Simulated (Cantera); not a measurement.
## n-butane + H2 (carbon deposition, reforming and gasification)

A closed system holds: 1 mol n-butane, a varied amount of H2, at 8.30 mbar.

Equilibrium computed with Cantera from the NASA thermochemical tables; the gas is ideal and each condensed phase is pure. Candidate condensed phases: C, C6H6, C7H8, C8H18; 76 gas species. Kinetics and transport are ignored.

Question: Map the stable condensed phases over T = 598, 648, 698, 748, 798, 848, 898, 948, 998, 1048, 1098, 1148, 1198, 1248 K and n(H2) in mol = 5.2, 7.4, 11, 15, 22, 32, 46, 66.

Answer: 
```
T in K \ n(H2) in mol
         5.2 7.4  11  15  22  32  46  66
   1248    A   A   A   A   A   A   A   A
   1198    A   A   A   A   A   A   A   A
   1148    A   A   A   A   A   A   A   A
   1098    A   A   A   A   A   A   A   A
   1048    A   A   A   A   A   A   A   A
    998    A   A   A   A   A   A   A   A
    948    A   A   A   A   A   A   A   A
    898    A   A   A   A   A   A   A   A
    848    A   A   A   A   A   A   A   A
    798    A   A   A   A   A   A   A   A
    748    A   A   A   A   A   A   A   A
    698    A   A   A   A   A   A   A   B
    648    A   A   A   A   A   B   B   B
    598    A   A   B   B   B   B   B   B
```
A: C; B: gas only.
